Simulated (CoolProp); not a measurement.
Values from CoolProp's reference Helmholtz-energy equation of state, Lemmon 2006. It is a short technical equation, of lower accuracy than the large ones.

Question: For R142b, give the phase and the speed of sound (m/s), expansivity (1/kK) at -41.85 °C and 7.91 MPa; 173.25 °C and 2.34 MPa.

Answer: 
- -41.85 °C and 7.91 MPa: liquid; speed of sound 984, expansivity 1.58
- 173.25 °C and 2.34 MPa: gas; speed of sound 173, expansivity 4.07
